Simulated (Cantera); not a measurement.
A perfectly stirred reactor is fed with H₂ : O₂ = 0.012 : 1 (molar parts), at 720 Pa; it is held at 1173 K, and followed from long to short residence time.

Computed with Cantera and GRI-Mech 3.0 (53 species, 325 reactions). Radical loss at walls, strong at low pressure, is not modelled.

Task: Predict: x(H₂) at τ = 0.640 s; x(O₂) at τ = 0.640 s; x(H₂O) at τ = 0.640 s; x(O) at τ = 0.640 s; x(H₂O₂) at τ = 0.640 s; x(H₂) at τ = 36.0 ms; x(O₂) at τ = 36.0 ms; x(H₂O) at τ = 36.0 ms; x(O) at τ = 36.0 ms; x(H₂O₂) at τ = 36.0 ms.

Result: 
```json
{
 "x(H₂) at τ = 0.640 s": "9.76e-5",
 "x(O₂) at τ = 0.640 s": "0.983",
 "x(H₂O) at τ = 0.640 s": "0.0114",
 "x(O) at τ = 0.640 s": "0.00480",
 "x(H₂O₂) at τ = 0.640 s": "1.34e-8",
 "x(H₂) at τ = 36.0 ms": "0.000711",
 "x(O₂) at τ = 36.0 ms": "0.979",
 "x(H₂O) at τ = 36.0 ms": "0.0101",
 "x(O) at τ = 36.0 ms": "0.00818",
 "x(H₂O₂) at τ = 36.0 ms": "2.59e-8"
}
```
